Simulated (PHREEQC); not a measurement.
0.33 g of hydrous ferric oxide (600 m²/g; 0.2 weak and 0.005 strong sites per Fe, Dzombak-Morel constants, diffuse double layer) in 1 kg of water with 0.3 mol/kgw of an inert sodium salt and 4.1e-05 mol/kgw ZnCl2 and 7.7e-06 mol/kgw SrCl2, at 25 °C; the pH is set by adding NaOH or the inert anion's acid. Oxygen is held at 0.21 atm. The system is closed to CO2. No solid was allowed to form.

The numbers come from PHREEQC with the ion-association model, wateq4f.dat.

### Question
Predict Zn sorbed (%), surface charge σ (C/m²) at pH = 6, 7.

### Answer
| pH | Zn sorbed (%) | surface charge σ (C/m²) |
|---|---|---|
| 6 | 31.9 | 0.156 |
| 7 | 82.9 | 0.071 |

Complexes and solids missing from the database can't appear.
